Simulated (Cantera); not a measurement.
Input (Python, Cantera) and output of one run.

```python
import numpy as np
import cantera as ct

gas_names = [...]  # 113 gases of nasa_gas.yaml made of C, Cu, H, O
cond_names = """
    C(gr) C6H6(L) C7H8(L) C8H18(L),n-octa Cu(cr) Cu(L) CuO(s) CuO2H2(s) Cu2O(s) Cu2O(L) H2O(s) H2O(L)
""".split()


# ... load() reads the species with a 1 bar reference pressure and builds the phases ...
atoms = {
    'CuO': {'Cu': 1, 'O': 1},
    'CO': {'C': 1, 'O': 1},
    'H2': {'H': 2},
}
top_T = {'C(gr)': 4500, 'CuO(s)': 1390}  # K; cautious upper limits of use, not melting points


# ... equilibrate(T, P, feed) seeds the gas with the atoms and calls Mixture.equilibrate('TP', solver="vcs", rtol=1e-11, max_steps=5000) ...
results = []
feed = {'CuO': 1, 'CO': 3.3, 'H2': 0.68}  # mol
T = 950  # K
P = 300000  # Pa
mix = equilibrate(T, P, feed)
results.append((T, P, feed, dict(zip(mix.species_names, mix.species_moles))))
print(gas.report(threshold=1e-05))
for i in range(1, mix.n_phases):
    print(f"{mix.phase(i).name:16s} {mix.phase_moles(i):12.5e} mol")
```

Result:

```
       temperature   950 K
          pressure   3e+05 Pa
           density   1.2094 kg/m^3
  mean mol. weight   31.842 kg/kmol
   phase of matter   gas

                          1 kg             1 kmol
                     ---------------   ---------------
          enthalpy       -6.9454e+06       -2.2116e+08  J
   internal energy       -7.1935e+06       -2.2906e+08  J
           entropy            7611.9        2.4238e+05  J/K
    Gibbs function       -1.4177e+07       -4.5142e+08  J
 heat capacity c_p            1367.4             43542  J/K
 heat capacity c_v            1106.3             35227  J/K

                      mass frac. Y      mole frac. X     chem. pot. / RT
                     ---------------   ---------------   ---------------
               CH4         0.0030225          0.005999           -38.442
                CO           0.27219           0.30943           -39.536
               CO2           0.66429           0.48064           -77.621
                H2         0.0069154           0.10923           -18.495
               H2O          0.053578            0.0947            -56.58
     [ +108 minor]        2.7776e-07        2.3239e-07

C(gr)             7.92988e-01 mol
Cu(cr)            1.00000e+00 mol
CuO(s)            0.00000e+00 mol
CuO2H2(s)         0.00000e+00 mol
Cu2O(s)           0.00000e+00 mol
```

Cantera equilibrium calculation (NASA polynomials, part measured and part estimated; ideal gas, pure solids and liquids).
